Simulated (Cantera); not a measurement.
# Dilute partial oxidation

An isothermal, constant-pressure homogeneous reactor starts with CH4 : O2 : N2 = 0.0024 : 0.003 : 1 (molar parts), at 1550 K and 2.40 bar.

Detailed kinetics in Cantera: GRI-Mech 3.0 (53 species, 325 reactions).

```json
[
 {"t (s)": "0.000300", "x CH4": "0.00238", "x O2": "0.00298", "x H2O2": "1.65e-11", "x CO": "3.55e-9", "x CH2": "4.10e-11"},
 {"t (s)": "0.000662", "x CH4": "0.00238", "x O2": "0.00298", "x H2O2": "1.63e-11", "x CO": "3.07e-8", "x CH2": "1.46e-10"},
 {"t (s)": "0.00146", "x CH4": "0.00237", "x O2": "0.00298", "x H2O2": "1.92e-11", "x CO": "3.36e-7", "x CH2": "5.47e-10"},
 {"t (s)": "0.00322", "x CH4": "0.00232", "x O2": "0.00296", "x H2O2": "3.77e-11", "x CO": "4.41e-6", "x CH2": "2.30e-9"},
 {"t (s)": "0.00711", "x CH4": "0.00205", "x O2": "0.00285", "x H2O2": "1.12e-10", "x CO": "6.30e-5", "x CH2": "1.38e-8"},
 {"t (s)": "0.0157", "x CH4": "0.000156", "x O2": "0.000639", "x H2O2": "4.10e-10", "x CO": "0.00162", "x CH2": "7.02e-7"},
 {"t (s)": "0.0346", "x CH4": "2.55e-5", "x O2": "1.01e-5", "x H2O2": "2.20e-12", "x CO": "0.00182", "x CH2": "2.28e-9"},
 {"t (s)": "0.0764", "x CH4": "2.62e-5", "x O2": "3.10e-6", "x H2O2": "<1e-12", "x CO": "0.00178", "x CH2": "4.34e-10"},
 {"t (s)": "0.169", "x CH4": "2.63e-5", "x O2": "7.36e-7", "x H2O2": "<1e-12", "x CO": "0.00173", "x CH2": "1.84e-10"},
 {"t (s)": "0.372", "x CH4": "2.62e-5", "x O2": "5.63e-8", "x H2O2": "<1e-12", "x CO": "0.00167", "x CH2": "1.34e-10"},
 {"t (s)": "0.821", "x CH4": "2.57e-5", "x O2": "2.32e-10", "x H2O2": "<1e-12", "x CO": "0.00159", "x CH2": "1.22e-10"},
 {"t (s)": "1.81", "x CH4": "2.48e-5", "x O2": "1.21e-11", "x H2O2": "<1e-12", "x CO": "0.00151", "x CH2": "1.11e-10"},
 {"t (s)": "4.00", "x CH4": "2.29e-5", "x O2": "1.15e-11", "x H2O2": "<1e-12", "x CO": "0.00149", "x CH2": "9.92e-11"}
]
```
x: mole fraction; the columns are a selection and need not sum to one.

Equilibrium at this temperature and pressure: CH4 <1e-12, O2 1.08e-11, H2O2 <1e-12, CO 0.00159, CH2 <1e-12 (gas phase only).
